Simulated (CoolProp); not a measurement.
Saturation properties of R227EA (Tc = 101.8 °C, pc = 2925 kPa, ω = 0.358).

Computed with CoolProp (reference Helmholtz-energy equation of state, Lemmon 2016).

```tsv
T (°C)	p (kPa)	liquid density (kg/m³)	vapour density (kg/m³)	enthalpy of vaporisation (kJ/kg)	surface tension (mN/m)
-11.75	123.0	1528	10.20	129.8	11.4
-7.15	148.3	1512	12.18	127.7	10.9
-2.55	177.4	…	…	125.6	10.3
2.05	210.8	1478	17.05	…	…
6.65	…	1461	20.01	121.2	9.19
11.25	291.8	1443	23.36	118.9	8.64
15.85	340.3	1425	27.16	116.6	8.10
20.45	394.7	1407	31.44	114.1	7.56
25.05	455.4	1387	36.26	…	7.03
29.65	523.0	1368	41.68	108.9	6.51
34.25	597.9	1347	47.77	106.2	5.99
```

Question: Fill in the missing entries.

Answer: 
- -2.55, liquid density (kg/m³): 1495
- -2.55, vapour density (kg/m³): 14.45
- 2.05, enthalpy of vaporisation (kJ/kg): 123.5
- 2.05, surface tension (mN/m): 9.74
- 6.65, p (kPa): 248.8
- 25.05, enthalpy of vaporisation (kJ/kg): 111.6

It boils at -16.3 °C under 1 atm.

Surface tension comes from a separate correlation (Mulero 2012).
